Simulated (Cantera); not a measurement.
Feed: 1 mol Si2Cl6, 15 mol NH3, 2.6 mol H2, at 2.93 Torr.

Equilibrium computed with Cantera from the NASA thermochemical tables; the gas is ideal and each condensed phase is pure. Candidate condensed phases: NH4Cl, Si, Si3N4; 28 gas species. The feed counts by its element totals alone. The tables' values for SiCl, SiCl3, SiN are old estimates; treat these amounts as uncertain. Gases not in the tables: Si2H6 and higher silanes. Kinetics and transport are ignored. All values below are at 1923 K.

Base state: H2 0.644, N2 0.208, HCl 0.0930, SiCl2 0.0353, H 0.0121, Si 0.00435, SiCl 0.00138, Cl 0.00132 (mole fractions); condensed: Si(l).

**Question.** What changes in the equilibrium state with this change: pressure from 2.93 Torr to 5.03 Torr?

**Answer.** 
```json
[
 {"species": "H2", "before": "0.644", "after": "0.648"},
 {"species": "N2", "before": "0.208", "after": "0.209"},
 {"species": "HCl", "before": "0.0930", "after": "0.0936"},
 {"species": "H", "before": "0.0121", "after": "0.00926"},
 {"species": "Si", "before": "0.00435", "after": "0.00253"},
 {"species": "SiCl2", "before": "0.0353", "after": "0.0356"},
 {"species": "Si2", "before": "3.72e-5", "after": "2.16e-5"},
 {"species": "SiCl3", "before": "7.79e-5", "after": "0.000103"},
 {"species": "Si(l), mol", "before": "0.502", "after": "0.578"}
]
```
